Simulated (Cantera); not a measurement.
Cantera run:

```python
import numpy as np
import cantera as ct

gas_names = """
    H HO2 H2 H2O H2O2 H2S H2SO4 O OH O2 O3 S SH SO SO2 SO3 S2 S2O S8
""".split()
cond_names = """
    H2O(s) H2O(L) H2SO4(L) S(cr1) S(cr2) S(L)
""".split()


def load(file, names, dense=False):
    # The tables refer to 1 bar. Condensed volumes are neglected.
    table = {s.name: s for s in ct.Species.list_from_file(file)}
    out = []
    for n in names:
        d = dict(table[n].input_data)
        d["thermo"] = dict(d["thermo"], **{"reference-pressure": 1e5})
        if dense:
            d["equation-of-state"] = {"model": "constant-volume", "density": "1e6 g/cm^3"}
        out.append(ct.Species.from_dict(d))
    return out


gas = ct.Solution(thermo="ideal-gas", species=load("nasa_gas.yaml", gas_names))
cond = {s.name: ct.Solution(thermo="fixed-stoichiometry", species=[s], name=s.name)
        for s in load("nasa_condensed.yaml", cond_names, dense=True)}
atoms = {
    'SO2': {'S': 1, 'O': 2},
    'O2': {'O': 2},
    'H2': {'H': 2},
}
top_T = {}  # K; cautious upper limits of use, not melting points


def equilibrate(T, P, feed):
    n = {}
    for name, mol in feed.items():
        for a, k in atoms[name].items():
            n[a] = n.get(a, 0.0) + k * mol
    gas.TPX = T, P, n
    mass = sum(n.values()) * gas.mean_molecular_weight
    gas.equilibrate("TP")
    valid = [c for c in cond.values() if c.min_temp <= T <= top_T.get(c.name, c.max_temp)]
    mix = ct.Mixture([(gas, mass / gas.mean_molecular_weight)] + [(c, 0.0) for c in valid])
    mix.T, mix.P = T, P
    mix.equilibrate("TP", solver="vcs", rtol=1e-11, max_steps=5000)
    return mix


results = []
feed = {'SO2': 1, 'O2': 0.019, 'H2': 1.4}  # mol
P = 101325  # Pa
for T in [1575, 1775, 1975, 2175, 2375, 2575, 2775, 2975, 3175]:
    mix = equilibrate(T, P, feed)
    results.append((T, P, feed, dict(zip(mix.species_names, mix.species_moles))))
    x = sorted(zip(gas.X, gas.species_names), reverse=True)
    print(f"T = {T:g} K  P = {P:g} Pa  gas = {mix.phase_moles(0):.4g} mol")
    print("   x: " + "  ".join(f"{s} {v:.3e}" for v, s in x if v > 1e-05))
    print("   condensed (mol): " + ("  ".join(f"{mix.phase(i).name} {mix.phase_moles(i):.4g}"
          for i in range(1, mix.n_phases) if mix.phase_moles(i) > 1e-12) or "none"))
```

Output:

```
T = 1575 K  P = 101325 Pa  gas = 2.062 mol
   x: H2O 5.895e-01  SO2 1.954e-01  S2 1.170e-01  H2 4.696e-02  H2S 4.156e-02  S2O 4.368e-03  SO 3.519e-03  SH 1.594e-03  S 3.169e-05
   condensed (mol): none
T = 1775 K  P = 101325 Pa  gas = 2.089 mol
   x: H2O 5.579e-01  SO2 2.018e-01  S2 1.117e-01  H2 7.903e-02  H2S 3.132e-02  SO 1.002e-02  S2O 4.138e-03  SH 3.822e-03  S 2.009e-04  H 8.084e-05  OH 3.554e-05
   condensed (mol): none
T = 1975 K  P = 101325 Pa  gas = 2.122 mol
   x: H2O 5.182e-01  SO2 2.078e-01  H2 1.145e-01  S2 1.010e-01  H2S 2.317e-02  SO 2.276e-02  SH 7.267e-03  S2O 3.781e-03  S 8.506e-04  H 4.600e-04  OH 1.983e-04
   condensed (mol): none
T = 2175 K  P = 101325 Pa  gas = 2.162 mol
   x: H2O 4.747e-01  SO2 2.103e-01  H2 1.490e-01  S2 8.575e-02  SO 4.327e-02  H2S 1.674e-02  SH 1.155e-02  S2O 3.279e-03  S 2.656e-03  H 1.872e-03  OH 8.010e-04
   condensed (mol): none
T = 2375 K  P = 101325 Pa  gas = 2.212 mol
   x: H2O 4.306e-01  SO2 2.073e-01  H2 1.786e-01  SO 7.100e-02  S2 6.733e-02  SH 1.578e-02  H2S 1.167e-02  S 6.499e-03  H 5.921e-03  S2O 2.653e-03  OH 2.542e-03  O2 5.671e-05  O 5.669e-05
   condensed (mol): none
T = 2575 K  P = 101325 Pa  gas = 2.274 mol
   x: H2O 3.876e-01  H2 1.998e-01  SO2 1.982e-01  SO 1.025e-01  S2 4.782e-02  SH 1.876e-02  H 1.538e-02  S 1.293e-02  H2S 7.710e-03  OH 6.722e-03  S2O 1.964e-03  O 3.362e-04  O2 2.661e-04
   condensed (mol): none
T = 2775 K  P = 101325 Pa  gas = 2.356 mol
   x: H2O 3.453e-01  H2 2.096e-01  SO2 1.836e-01  SO 1.321e-01  H 3.406e-02  S2 3.019e-02  S 2.144e-02  SH 1.953e-02  OH 1.542e-02  H2S 4.744e-03  O 1.580e-03  S2O 1.312e-03  O2 1.045e-03
   condensed (mol): none
T = 2975 K  P = 101325 Pa  gas = 2.47 mol
   x: H2O 2.997e-01  H2 2.067e-01  SO2 1.631e-01  SO 1.541e-01  H 6.600e-02  OH 3.117e-02  S 3.068e-02  SH 1.813e-02  S2 1.727e-02  O 6.118e-03  O2 3.517e-03  H2S 2.720e-03  S2O 7.983e-04
   condensed (mol): none
T = 3175 K  P = 101325 Pa  gas = 2.648 mol
   x: H2O 2.427e-01  H2 1.922e-01  SO 1.652e-01  SO2 1.340e-01  H 1.143e-01  OH 5.444e-02  S 4.042e-02  O 1.946e-02  SH 1.586e-02  S2 9.827e-03  O2 9.623e-03  H2S 1.516e-03  S2O 4.656e-04
   condensed (mol): none
```

Equilibrium computed with Cantera from the NASA thermochemical tables; the gas is ideal and each condensed phase is pure.
